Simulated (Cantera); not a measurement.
A freely propagating, adiabatic, planar premixed flame of CH4 : O2 : N2 : H2O = 1 : 1.82 : 6.84 : 0.31 (molar parts), equivalence ratio 1.1, unburnt at 525 K and 3750 Torr; mixture-averaged transport, grid criteria slope 0.08 and curve 0.16, no radiation.

Model: GRI-Mech 3.0 (53 species, 325 reactions), integrated in Cantera. Burning velocities carry a grid error of a few per cent, more on coarse grids.

Problem. Predict: laminar burning velocity; thermal thickness; peak x(C2H4); peak x(CH2).

Solution. 
```json
{
  "laminar_burning_velocity": "47.9 cm/s",
  "thermal_thickness": "0.124 mm",
  "peak x(C2H4)": "0.000969",
  "peak x(CH2)": "4.84e-5"
}
```
